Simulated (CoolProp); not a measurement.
Computed with CoolProp (reference Helmholtz-energy equation of state, Lemmon 2006). It is a short technical equation, of lower accuracy than the large ones.

Problem. For C3F8 (R218), give the phase and the isothermal compressibility (1/MPa), viscosity (µPa s), fugacity coefficient at -7.45 °C and 71.9 bar; 71.75 °C and 71.9 bar; 135.15 °C and 71.9 bar.

Solution. 
- -7.45 °C and 71.9 bar: liquid; isothermal compressibility 0.00379, viscosity 325, fugacity coefficient 0.0593
- 71.75 °C and 71.9 bar: liquid; isothermal compressibility 0.0214, viscosity 116, fugacity coefficient 0.322
- 135.15 °C and 71.9 bar: supercritical; isothermal compressibility 0.132, viscosity 46.0, fugacity coefficient 0.593

Viscosity comes from a separate model (Huber 2003), an estimate that may be off by 10 % or more.
